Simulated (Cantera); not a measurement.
A Cantera script and what it prints.

```python
import numpy as np
import cantera as ct

gas_names = [...]  # 58 gases of nasa_gas.yaml made of F, H, N, O, Si
cond_names = """
    H2O(s) H2O(L) Si(cr) Si(L) SiO2(Lqz) SiO2(hqz) SiO2(L) Si2N2O(s) Si3N4(a)
""".split()


# ... load() reads the species with a 1 bar reference pressure and builds the phases ...
atoms = {
    'SiF4': {'Si': 1, 'F': 4},
    'O3': {'O': 3},
    'H2': {'H': 2},
    'NO': {'N': 1, 'O': 1},
}
top_T = {'Si2N2O(s)': 2100, 'Si3N4(a)': 2400}  # K; cautious upper limits of use, not melting points


# ... equilibrate(T, P, feed) seeds the gas with the atoms and calls Mixture.equilibrate('TP', solver="vcs", rtol=1e-11, max_steps=5000) ...
results = []
feed = {'SiF4': 1, 'O3': 0.064, 'H2': 0.39, 'NO': 1.4}  # mol
T = 1823.15  # K
P = 170  # Pa
mix = equilibrate(T, P, feed)
results.append((T, P, feed, dict(zip(mix.species_names, mix.species_moles))))
print(gas.report(threshold=1e-06))
for i in range(1, mix.n_phases):
    print(f"{mix.phase(i).name:16s} {mix.phase_moles(i):12.5e} mol")
```

Output:

```
       temperature   1823.2 K
          pressure   170 Pa
           density   0.00053692 kg/m^3
  mean mol. weight   47.876 kg/kmol
   phase of matter   gas

                          1 kg             1 kmol
                     ---------------   ---------------
          enthalpy        -9.298e+06       -4.4515e+08  J
   internal energy       -9.6147e+06       -4.6031e+08  J
           entropy            7706.7        3.6897e+05  J/K
    Gibbs function       -2.3348e+07       -1.1178e+09  J
 heat capacity c_p              1151             55106  J/K
 heat capacity c_v            977.35             46792  J/K

                      mass frac. Y      mole frac. X     chem. pot. / RT
                     ---------------   ---------------   ---------------
                 F        0.00014248        0.00035906           -30.735
                 H        3.2588e-07        1.5478e-05           -19.305
                HF           0.11219           0.26848            -50.04
                H2        9.1136e-08        2.1643e-06            -38.61
               H2O        0.00022863         0.0006076           -56.808
                NO          0.001542         0.0024604           -35.414
                N2           0.14107           0.24109           -34.432
                 O        0.00055562         0.0016627           -18.198
                OH        0.00010745        0.00030249           -37.503
                O2           0.13764           0.20594           -36.396
              SiF3        0.00072405        0.00040744           -128.18
              SiF4           0.60578           0.27866           -158.92
               SiO        6.6084e-06        7.1769e-06           -54.174
              SiO2        6.5634e-06          5.23e-06           -72.372
     [  +44 minor]        5.5921e-07        4.8993e-07

Si(L)             0.00000e+00 mol
SiO2(L)           1.93819e-01 mol
Si2N2O(s)         0.00000e+00 mol
Si3N4(a)          0.00000e+00 mol
```

Equilibrium computed with Cantera from the NASA thermochemical tables; the gas is ideal and each condensed phase is pure. The tables' values for SiF3 are old estimates; treat these amounts as uncertain. The tables hold silica as quartz up to 1696 K and as liquid above; real silica turns to tridymite and cristobalite and melts near 1996 K.
